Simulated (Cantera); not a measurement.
Feed: 1 mol Si2H6, 0.17 mol O3, at 1800 K and 100 Torr.

These are equilibrium values from Cantera (NASA tables, ideal gas, pure condensed phases), not measurements of a reactor. Candidate condensed phases: H2O, Si, SiO2; 18 gas species. The feed counts by its element totals alone. Gases not in the tables: Si2H6 and higher silanes. The numbers say what is thermodynamically allowed, not how fast it happens.

Base state: H2 0.854, SiO 0.145, H 0.000906, SiH2 2.56e-5, Si 2.38e-5, H2O 2.04e-5 (mole fractions); condensed: Si(l).

### Question
What changes in the equilibrium state with this change: temperature from 1800 K to 1975 K?

### Answer
| species | before | after |
|---|---|---|
| H2 | 0.854 | 0.851 |
| SiO | 0.145 | 0.145 |
| H | 0.000906 | 0.00346 |
| Si | 2.38e-5 | 0.000242 |
| SiH | 9.17e-6 | 5.88e-5 |
| SiH2 | 2.56e-5 | 7.82e-5 |
| H2O | 2.04e-5 | 1.21e-5 |
| Si(l), mol | 1.49 | 1.49 |
